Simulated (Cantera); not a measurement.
A perfectly stirred reactor is fed with 3.40 % C3H8, 19.4 % O2, 77.2 % N2, equivalence ratio 0.88, at 10.0 bar; it is adiabatic with a 775 K inlet, and is followed from long to short residence time, starting on the burning branch (τ in s: 0.059, 0.032, 0.017, 0.009, 0.0048, 0.0025, 0.0014, 0.00072, 0.00038, 0.0002, 0.00011, 5.8e-05, 3.1e-05).

Model: GRI-Mech 3.0 (53 species, 325 reactions), integrated in Cantera. GRI-Mech 3.0 was tuned for natural gas; its chemistry of propane as a main component is partial and can be far from experiment.

x: mole fraction; the columns are a selection and need not sum to one.

```
τ (s)    T (K)   x C3H8    x O2    x N2O  x H2O      x NO
-------  -----  -------  ------  -------  -----  --------
0.059     2428  2.92e-8  0.0221  1.10e-6  0.128   0.00543
0.032     2429  5.35e-8  0.0223  1.12e-6  0.128   0.00489
0.017     2429      ___  0.0228  1.14e-6  0.128       ___
0.0090    2429      ___  0.0233  1.16e-6  0.127       ___
0.0048    2428  3.40e-7  0.0238  1.19e-6  0.127   0.00245
0.0025    2424  6.35e-7  0.0244  1.22e-6  0.127   0.00171
0.0014    2417  1.09e-6  0.0251  1.25e-6  0.127   0.00122
0.00072   2403  2.00e-6  0.0260  1.30e-6  0.126  0.000822
0.00038   2383  3.51e-6  0.0271  1.35e-6  0.125  0.000567
0.00020   2355  6.02e-6  0.0286  1.38e-6  0.124  0.000393
0.00011   2321  9.88e-6  0.0304  1.37e-6  0.122  0.000279
5.8e-5    2277  1.68e-5  0.0328  1.31e-6  0.120  0.000193
3.1e-5    2224  2.92e-5  0.0359  1.22e-6  0.118  0.000133
```

Problem. Some entries are withheld; supply them.

Solution. 
- 0.017, x C3H8: 9.96e-8
- 0.017, x NO: 0.00415
- 0.0090, x C3H8: 1.85e-7
- 0.0090, x NO: 0.00329
